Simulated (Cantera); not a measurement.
Charge: 1 mol B, 4.6 mol H2O, at 1000 Pa.

Equilibrium computed with Cantera from the NASA thermochemical tables; the gas is ideal and each condensed phase is pure. Candidate condensed phases: B, B2O3, B3O3H3, H2O; 23 gas species. Equilibrium is a limit: real reactors are often held back by kinetics, nucleation or transport. All values below are at 2175 K.

Base state: H2O 0.503, H2 0.280, HBO2 0.172, H 0.0258, B2O3 0.00793, OH 0.00624, BO2 0.00257, BO 0.00106 (mole fractions); condensed: gas only.

Task: What changes in the equilibrium state with this change: H2O from 4.6 to 3.2 mol?

Result: 
| species | before | after |
|---|---|---|
| H2 | 0.280 | 0.382 |
| H2O | 0.503 | 0.338 |
| HBO2 | 0.172 | 0.219 |
| B2O3 | 0.00793 | 0.0191 |
| H | 0.0258 | 0.0302 |
| B2O2 | 6.60e-6 | 3.24e-5 |
| O2 | 0.000307 | 7.42e-5 |
| HBO | 0.000929 | 0.00241 |
| BO | 0.00106 | 0.00236 |

Task: What changes in the equilibrium state with this change: 0.088 mol HF added?

Result: 
```tsv
species	before	after
H2O	0.503	0.501
H2	0.280	0.275
HBO2	0.172	0.163
HF	0	0.00938
BOF	0	0.00727
H	0.0258	0.0256
B2O3	0.00793	0.00717
HBO	0.000929	0.000870
```
